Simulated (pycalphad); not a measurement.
Source of the numbers: pycalphad with the COST 507 light-alloy database (1999); pressure 1 atm. No gas phase is included, though pure Mg would boil below 1377 °C. These are 1990s assessments: newer ones move some temperatures and phases. Diffusion is slow at the low end, where real alloys seldom reach equilibrium.

Molar enthalpy of Al-2.54Si-0.9098Mg (wt.%) in equilibrium (SER reference):

```csv
T (°C),H (kJ/mol),phases
1377,52.01,LIQUID
1297,49.47,LIQUID
1217,46.94,LIQUID
1137,44.41,LIQUID
1057,41.87,LIQUID
977,39.34,LIQUID
897,36.81,LIQUID
817,34.27,LIQUID
737,31.74,LIQUID
697,30.48,LIQUID
657,29.21,LIQUID
577,17.65,FCC_A1 + LIQUID
537,14.49,FCC_A1 + DIAMOND_A4 + MG2SI
497,13.04,FCC_A1 + DIAMOND_A4 + MG2SI
417,10.37,FCC_A1 + DIAMOND_A4 + MG2SI
337,7.94,FCC_A1 + DIAMOND_A4 + MG2SI
257,5.67,FCC_A1 + DIAMOND_A4 + MG2SI
177,3.52,FCC_A1 + DIAMOND_A4 + MG2SI
97,1.45,FCC_A1 + DIAMOND_A4 + MG2SI
```

Cooling from 657 °C to 537 °C, across the freezing range, releases 14.7 kJ/mol, or 546 J/g. The slope is 32 J/(mol K) in the liquid and 36 J/(mol K) just below the solidus, where it includes any heat of precipitation. Liquidus 641 °C, solidus 557 °C. Changes were sought between steps of 40 K, so a narrower field can be missed.

Database names, with the compositions (at.%) that they take in these runs: MG2SI: Mg 67 Si 33. FCC_A1 is fcc; DIAMOND_A4 is diamond (Si).
